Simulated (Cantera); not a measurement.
# Ignition delay

Mixture: CO : H2 : O2 : N2 = 1 : 0.039 : 0.273 : 1.03 (molar parts), at 7.50 bar, adiabatic and at constant volume. Ignition delay is the time to a rise of 400 K.

Model: GRI-Mech 3.0 (53 species, 325 reactions), integrated in Cantera. The hydrogen kinetics of GRI-Mech 3.0 are dated; newer H2 mechanisms differ, most at raised pressure. Where the delays flatten at high temperature, the 400 K rule measures the pace of heat release, not the induction time.

```
T0 (K)  delay (ms)
------  ----------
1225        0.0319
1275        0.0198
1325        0.0139
1375        0.0106
1425       0.00853
1475       0.00716
1525       0.00620
1575       0.00550
```
